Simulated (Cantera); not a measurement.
A closed system holds: 1 mol Si, 1.1 mol HCl, 17 mol H₂, at 850 K.

Equilibrium computed with Cantera from the NASA thermochemical tables; the gas is ideal and each condensed phase is pure. Candidate condensed phases: Si; 19 gas species. The tables' values for SiCl₃ are old estimates; treat these amounts as uncertain. The numbers say what is thermodynamically allowed, not how fast it happens.

x: gas mole fraction; n: condensed amount in mol.

```json
[
 {"P (Pa)": "10000", "x H₂": "0.981", "x SiHCl₃": "0.00610", "x SiCl₄": "0.0100", "x SiH₂Cl₂": "…", "n Si(s)": "0.706"},
 {"P (Pa)": "31000", "x H₂": "0.981", "x SiHCl₃": "0.00751", "x SiCl₄": "0.00904", "x SiH₂Cl₂": "…", "n Si(s)": "0.695"},
 {"P (Pa)": "98000", "x H₂": "0.981", "x SiHCl₃": "0.00902", "x SiCl₄": "0.00787", "x SiH₂Cl₂": "…", "n Si(s)": "0.683"},
 {"P (Pa)": "310000", "x H₂": "0.980", "x SiHCl₃": "0.0105", "x SiCl₄": "0.00658", "x SiH₂Cl₂": "…", "n Si(s)": "0.669"},
 {"P (Pa)": "960000", "x H₂": "0.980", "x SiHCl₃": "0.0118", "x SiCl₄": "0.00526", "x SiH₂Cl₂": "…", "n Si(s)": "0.654"},
 {"P (Pa)": "3000000", "x H₂": "0.979", "x SiHCl₃": "0.0127", "x SiCl₄": "0.00398", "x SiH₂Cl₂": "…", "n Si(s)": "0.636"}
]
```

Question: Some entries are withheld; supply them.

Answer: 
- 10000, x SiH₂Cl₂: 0.000328
- 31000, x SiH₂Cl₂: 0.000548
- 98000, x SiH₂Cl₂: 0.000909
- 310000, x SiH₂Cl₂: 0.00148
- 960000, x SiH₂Cl₂: 0.00233
- 3000000, x SiH₂Cl₂: 0.00357
